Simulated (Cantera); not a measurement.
A closed system holds: 1 mol TEOS, 0.92 mol N2O, held at 427 °C and 440 Pa.

Cantera equilibrium calculation (NASA polynomials, part measured and part estimated; ideal gas, pure solids and liquids). The feed counts by its element totals alone. Equilibrium is a limit: real reactors are often held back by kinetics, nucleation or transport.

```csv
species,before,after
H2,0.717,0.808
H2O,0.0756,0.0713
CO,0.0560,0.0468
N2,0.0765,0.0102
CO2,0.0556,0.0389
CH4,0.0192,0.0245
"C(graphite), mol",6.43,6.81
"SiO2(α-quartz), mol",1.00,1.00
```
Gas species are given as mole fractions.

Problem. What was changed between the two runs?
A. temperature from 427 °C to 875 °C
B. N2O from 0.92 to 0.11 mol
C. N2O from 0.92 to 9.5 mol
D. temperature from 427 °C to 500 °C

Solution. B, N2O from 0.92 to 0.11 mol
